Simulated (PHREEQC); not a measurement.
Model water analysis in mg/kgw, 25 °C, pH 5.69, pe 8.4:

```csv
constituent,mg/kgw
Na,0.0338
K,0.00495
Ca,0.0284
Mg,0.0083
Cl,0.055
S(6) as SO4,0.0975
Alkalinity as HCO3,0.0593
F,0.00255
```

Valence states are taken as typed.

All values are PHREEQC results (ion-association model, phreeqc.dat), not measurements.

No solid was allowed to form.

Problem. What ionic strength, charge-balance error does the model give?

Solution. ionic strength 8.30e-6 mol/kgw; charge-balance error -7.9 %.

Problem. In which forms is C present?

Solution. CO2 82 %, HCO3- 18 % of the C.
